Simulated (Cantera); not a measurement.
## Hydrocarbon pyrolysis for carbon deposition

A perfectly stirred reactor is fed with C₂H₆ : H₂ = 1 : 20 (molar parts), at 1.70 bar; it is held at 1573 K, and followed from long to short residence time.

Model: GRI-Mech 3.0 (53 species, 325 reactions), integrated in Cantera. GRI-Mech 3.0 stops at C3 and has no aromatics, soot or wall deposition, so with more carbon than oxygen in the feed, carbon stays in small species such as C2H2 where larger ones or solid carbon would form.

```
τ (s)      x C₂H₆   x H₂    x C₂H   x C₂H₄    x CH₂   x C₂H₂     x CH₃
-------  --------  -----  -------  -------  -------  -------  --------
18        2.07e-5  0.921  1.10e-9  0.00256  1.27e-9   0.0116   4.29e-5
3.2       2.27e-5  0.922  1.16e-9  0.00266  1.30e-9   0.0120   4.28e-5
0.57      3.36e-5  0.924  1.44e-9  0.00310  1.42e-9   0.0137   4.31e-5
0.10      8.22e-5  0.930  2.46e-9  0.00429  2.08e-9   0.0175   4.71e-5
0.018    0.000247  0.936  4.85e-9  0.00625  4.52e-9   0.0206   6.11e-5
0.0033   0.000772  0.939  7.89e-9  0.00947  1.17e-8   0.0194   9.29e-5
0.00059   0.00260  0.939  8.43e-9   0.0150  3.21e-8   0.0129  0.000162
0.00011   0.00863  0.940  4.47e-9   0.0187  8.19e-8  0.00492  0.000299
```
x: mole fraction; the columns are a selection and need not sum to one.
